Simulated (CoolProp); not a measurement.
Computed with CoolProp (reference Helmholtz-energy equation of state, Thol 2017).

**Question.** Give the vapour pressure (bar), liquid density (kg/m³), vapour density (kg/m³), enthalpy of vaporisation (kJ/kg) of saturated decamethyltetrasiloxane (MD2M) at 376.6, 389.3, 402 K.

**Answer.** 
```tsv
T (K)	p (bar)	liquid density (kg/m³)	vapour density (kg/m³)	enthalpy of vaporisation (kJ/kg)
376.6	0.0535	770	0.534	162
389.3	0.0901	756	0.875	158
402	0.145	743	1.37	153
```
